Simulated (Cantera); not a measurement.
A closed system holds: 1 mol HMDSO, 4.3 mol N2O, 9.5 mol N2, equilibrated at 948 K.

These are equilibrium values from Cantera (NASA tables, ideal gas, pure condensed phases), not measurements of a reactor. Candidate condensed phases: C, C6H6, C7H8, C8H18, H2O, Si, SiC, SiO2, Si2N2O, Si3N4; 151 gas species. The feed counts by its element totals alone. Rates play no part.

Task: Which condensed phases are stable at each of these points (P (Pa)): 5, 26, 140, 710, 3700, 19000, 100000?

Result: 
| P (Pa) | condensed phases | Si condensed (%) |
|---|---|---|
| 5 | C(graphite) + SiO2(β-quartz) + Si2N2O(s) | 100.0 |
| 26 | C(graphite) + SiO2(β-quartz) | 100.0 |
| 140 | C(graphite) + SiO2(β-quartz) | 100.0 |
| 710 | C(graphite) + SiO2(β-quartz) | 100.0 |
| 3700 | C(graphite) + SiO2(β-quartz) | 100.0 |
| 19000 | C(graphite) + SiO2(β-quartz) | 100.0 |
| 100000 | C(graphite) + SiO2(β-quartz) | 100.0 |

At 0.0375 Torr the condensed part is C(graphite) + SiO2(β-quartz) + Si2N2O(s). From 0.195 Torr to 750 Torr the condensed part is C(graphite) + SiO2(β-quartz).
